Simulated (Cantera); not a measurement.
Cu2O + H2 (hydrogen reduction and annealing atmospheres)

Feed: 1 mol Cu2O, 340 mol H2, at 975 K and 2.40 mbar.

These are equilibrium values from Cantera (NASA tables, ideal gas, pure condensed phases), not measurements of a reactor. Candidate condensed phases: Cu, CuO, Cu(OH)2, Cu2O, H2O; 12 gas species. Rates play no part.

| Quantity | Value |
|---|---|
| x(H2) | 0.997 |
| x(H2O) | 0.00294 |
| n(Cu(s)) | 2.00 mol |
| gas amount | 340.0 mol |
| log10 activity of Cu(OH)2(s) (absent) | -17.51 |
